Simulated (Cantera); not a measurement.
What does this Cantera script print?

```python
import numpy as np
import cantera as ct

gas = ct.Solution("gri30.yaml")
gas.TPX = 400, 89000, {'CH4': 1, 'H2': 0.089, 'O2': 2.73, 'N2': 10.2}
flame = ct.FreeFlame(gas, width=0.043)
flame.set_refine_criteria(ratio=3, slope=0.08, curve=0.16)
flame.transport_model = "mixture-averaged"
flame.solve(loglevel=0, auto=True)
z, T = flame.grid, flame.T
thick = (T[-1] - T[0]) / np.gradient(T, z).max()
show = ['CH4', 'H2', 'O2', 'N2O', 'C2H4', 'CO']
print(f"laminar burning velocity  {flame.velocity[0] * 100:.3f} cm/s")
print(f"burnt temperature         {T[-1]:.1f} K")
print(f"thermal thickness         {thick * 1e3:.4f} mm")
print(f"grid points               {len(z)}")
z0 = z[flame.heat_release_rate.argmax()]
print(f"{'z/mm':>9s}{'T/K':>9s}{'u/(m/s)':>9s}" + "".join(f"{s:>11s}" for s in show))
rows = []
for k in (-3, -2, -1.5, -1, -0.5, -0.25, 0, 0.25, 0.5, 1, 2, 4, 8):
    zz = z0 + k * thick
    rows.append([k * thick, np.interp(zz, z, T), np.interp(zz, z, flame.velocity),
                 *(np.interp(zz, z, flame.X[gas.species_index(s)]) for s in show)])
    print(f"{rows[-1][0] * 1e3:9.3f}{rows[-1][1]:9.1f}{rows[-1][2]:9.3f}" + "".join(f"{x:11.3e}" for x in rows[-1][3:]))
```

It prints:

```
laminar burning velocity  45.743 cm/s
burnt temperature         2001.2 K
thermal thickness         0.5237 mm
grid points               135
     z/mm      T/K  u/(m/s)        CH4         H2         O2        N2O       C2H4         CO
   -1.571    400.2    0.458  7.131e-02  6.515e-03  1.947e-01  7.078e-13  5.133e-09  2.326e-06
   -1.047    402.2    0.460  7.116e-02  6.840e-03  1.945e-01  1.426e-11  9.844e-08  3.201e-05
   -0.785    410.5    0.470  7.064e-02  7.248e-03  1.940e-01  9.982e-11  6.623e-07  1.659e-04
   -0.524    471.5    0.541  6.721e-02  8.056e-03  1.898e-01  1.309e-09  8.090e-06  1.329e-03
   -0.262    835.3    0.967  4.748e-02  9.356e-03  1.610e-01  1.722e-08  9.203e-05  1.019e-02
   -0.131   1204.6    1.401  2.630e-02  9.925e-03  1.265e-01  4.534e-08  1.820e-04  2.118e-02
    0.000   1554.1    1.814  6.115e-03  8.864e-03  8.695e-02  9.747e-08  1.005e-04  3.056e-02
    0.131   1698.5    1.977  3.925e-04  5.847e-03  6.570e-02  1.666e-07  3.707e-06  2.577e-02
    0.262   1752.7    2.032  1.338e-05  4.477e-03  5.885e-02  2.142e-07  3.829e-08  1.799e-02
    0.524   1819.5    2.099  2.819e-08  3.743e-03  5.453e-02  2.527e-07  1.523e-11  1.035e-02
    1.047   1890.8    2.172  6.802e-13  2.655e-03  5.187e-02  2.947e-07  3.395e-17  5.904e-03
    2.095   1948.1    2.231  8.989e-19  1.435e-03  5.030e-02  3.452e-07  4.522e-24  3.259e-03
    4.189   1981.9    2.265  1.243e-20  6.433e-04  4.955e-02  3.323e-07  1.255e-30  1.511e-03
```

Detailed kinetics in Cantera: GRI-Mech 3.0 (53 species, 325 reactions). Burning velocities carry a grid error of a few per cent, more on coarse grids.
